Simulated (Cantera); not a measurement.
Input (Python, Cantera) and output of one run.

```python
import numpy as np
import cantera as ct

gas_names = """
    CL CL2 H HCL H2 Na NaCL NaH Na2 Na2CL2
""".split()
cond_names = """
    Na(cr) Na(L) NaCL(s) NaCL(L)
""".split()


# ... load() reads the species with a 1 bar reference pressure and builds the phases ...
atoms = {
    'NaCl': {'Na': 1, 'CL': 1},
    'H2': {'H': 2},
}
top_T = {}  # K; cautious upper limits of use, not melting points


# ... equilibrate(T, P, feed) seeds the gas with the atoms and calls Mixture.equilibrate('TP', solver="vcs", rtol=1e-11, max_steps=5000) ...
results = []
feed = {'NaCl': 1, 'H2': 1.4}  # mol
T = 950  # K
P = 1.9  # Pa
mix = equilibrate(T, P, feed)
results.append((T, P, feed, dict(zip(mix.species_names, mix.species_moles))))
print(gas.report(threshold=0.001))
for i in range(1, mix.n_phases):
    print(f"{mix.phase(i).name:16s} {mix.phase_moles(i):12.5e} mol")
```

It prints:

```
       temperature   950 K
          pressure   1.9 Pa
           density   6.4386e-06 kg/m^3
  mean mol. weight   26.767 kg/kmol
   phase of matter   gas

                          1 kg             1 kmol
                     ---------------   ---------------
          enthalpy       -2.4858e+06       -6.6536e+07  J
   internal energy       -2.7808e+06       -7.4435e+07  J
           entropy             11619          3.11e+05  J/K
    Gibbs function       -1.3524e+07       -3.6199e+08  J
 heat capacity c_p            1318.7             35298  J/K
 heat capacity c_v            1008.1             26983  J/K

                      mass frac. Y      mole frac. X     chem. pot. / RT
                     ---------------   ---------------   ---------------
                H2          0.046053           0.61146           -28.742
              NaCL           0.73962           0.33877           -64.649
            Na2CL2            0.2133          0.048848            -129.3
     [   +7 minor]         0.0010276         0.0009255

Na(L)             0.00000e+00 mol
NaCL(s)           0.00000e+00 mol
```

Cantera equilibrium calculation (NASA polynomials, part measured and part estimated; ideal gas, pure solids and liquids).
